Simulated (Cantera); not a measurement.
Charge: 1 mol Fe3O4, 3.5 mol CH4, 0.32 mol N2, held at 1350 K and 46.0 mbar.

These are equilibrium values from Cantera (NASA tables, ideal gas, pure condensed phases), not measurements of a reactor. Candidate condensed phases: C, C6H6, C7H8, C8H18, Fe, Fe(CO)5, FeO, Fe(OH)2, Fe(OH)3, Fe2O3, Fe3O4, H2O; 140 gas species. Kinetics and transport are ignored.

Base state: H2 0.610, CO 0.314, H2O 0.0366, N2 0.0296, CO2 0.00959 (mole fractions); condensed: Fe(γ).

Q: What changes in the equilibrium state with this change: Fe3O4 replaced by Fe2O3?

A: 
```
species            before     after
----------------  -------  --------
H2                  0.610     0.678
CO                  0.314     0.291
N2                 0.0296    0.0310
H2O                0.0366   5.20e-5
CH4               1.36e-7  0.000122
CO2               0.00959   1.13e-5
HCN               6.04e-8   4.72e-5
Fe(γ), mol           3.00      2.00
C(graphite), mol        0     0.499
```
Condensed phases not in the tables: cementite and carbon dissolved in iron.
